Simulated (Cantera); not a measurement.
Cantera run, input and output.

```python
import numpy as np
import cantera as ct

gas = ct.Solution("gri30.yaml")
gas.TPX = 1050, 1300000, {'CH4': 1, 'O2': 5.26, 'N2': 19.8, 'CO2': 1.3}
reactor = ct.IdealGasReactor(gas, energy="on", clone=False)
net = ct.ReactorNet([reactor])
net.rtol, net.atol = 1e-08, 1e-16
show = ['CH4', 'O2', 'H2O', 'C2H6', 'CH2', 'C2H4']
times = np.geomspace(2e-06, 4, 16)

steps = ct.SolutionArray(gas, extra=["t"])
rows = []
print(f"{'t/s':>10s}{'T/K':>9s}{'P/Pa':>11s}" + "".join(f"{s:>11s}" for s in show))
for t in times:
    while net.time < t:
        t_next = net.step()
        steps.append(gas.state, t=t_next)
    rows.append([np.interp(t, steps.t, y) for y in (steps.T, steps.P, *steps(*show).X.T)])
    print(f"{t:10.3e}{rows[-1][0]:9.1f}{rows[-1][1]:11.4g}" + "".join(f"{x:11.3e}" for x in rows[-1][2:]))
rate = np.gradient(steps.T, steps.t)
print("integrator steps:", len(steps.t))
if steps.T.max() > steps.T[0] + 200:
    print(f"time of steepest temperature rise: {steps.t[rate.argmax()]:.4e} s")
gas.TPX = 1050, 1300000, {'CH4': 1, 'O2': 5.26, 'N2': 19.8, 'CO2': 1.3}
gas.equilibrate("UV")
print(f"equilibrium (UV): T = {gas.T:.1f} K  " + "  ".join(f"{s} {gas[s].X[0]:.3e}" for s in show))
```

Output:

```
       t/s      T/K       P/Pa        CH4         O2        H2O       C2H6        CH2       C2H4
 2.000e-06   1050.0    1.3e+06  3.655e-02  1.923e-01  1.258e-12  1.189e-16  7.800e-22  6.359e-19
 5.261e-06   1050.0    1.3e+06  3.655e-02  1.923e-01  9.512e-12  2.171e-15  5.647e-21  1.438e-17
 1.384e-05   1050.0    1.3e+06  3.655e-02  1.923e-01  6.976e-11  4.189e-14  4.095e-20  3.035e-16
 3.641e-05   1050.0    1.3e+06  3.655e-02  1.923e-01  4.870e-10  7.310e-13  2.893e-19  5.469e-15
 9.579e-05   1050.0    1.3e+06  3.655e-02  1.923e-01  3.545e-09  1.407e-11  2.214e-18  1.067e-13
 2.520e-04   1050.0    1.3e+06  3.655e-02  1.923e-01  2.753e-08  2.980e-10  1.973e-17  2.272e-12
 6.629e-04   1050.0    1.3e+06  3.655e-02  1.923e-01  2.468e-07  7.963e-09  2.386e-16  6.106e-11
 1.744e-03   1050.0    1.3e+06  3.655e-02  1.922e-01  2.472e-06  2.231e-07  2.554e-15  1.774e-09
 4.588e-03   1050.2    1.3e+06  3.653e-02  1.922e-01  1.819e-05  2.404e-06  9.623e-15  2.357e-08
 1.207e-02   1051.4  1.302e+06  3.638e-02  1.921e-01  1.531e-04  2.010e-05  8.260e-14  4.431e-07
 3.175e-02   2033.5  2.518e+06  2.794e-22  1.189e-01  7.266e-02  3.102e-38  1.513e-22  2.457e-31
 8.352e-02   2031.5  2.516e+06  7.587e-23  1.185e-01  7.267e-02 -7.978e-40  1.080e-23  5.847e-35
 2.197e-01   2027.0   2.51e+06  6.894e-23  1.177e-01  7.268e-02  7.234e-42  9.992e-24  4.849e-35
 5.780e-01   2020.6  2.502e+06  5.934e-23  1.166e-01  7.269e-02  5.500e-42  8.082e-24  3.745e-35
 1.521e+00   2017.6  2.499e+06  5.534e-23  1.161e-01  7.270e-02  4.838e-42  7.328e-24  3.314e-35
 4.000e+00   2017.5  2.498e+06  5.515e-23  1.161e-01  7.270e-02  4.800e-42  7.292e-24  3.288e-35
integrator steps: 2123
time of steepest temperature rise: 2.2647e-02 s
equilibrium (UV): T = 2017.5 K  CH4 8.013e-23  O2 1.161e-01  H2O 7.270e-02  C2H6 6.871e-42  CH2 1.983e-23  C2H4 4.143e-35
```

Detailed kinetics in Cantera: GRI-Mech 3.0 (53 species, 325 reactions). The pressure lies above the range GRI-Mech 3.0 was tuned for (to about 10 atm).
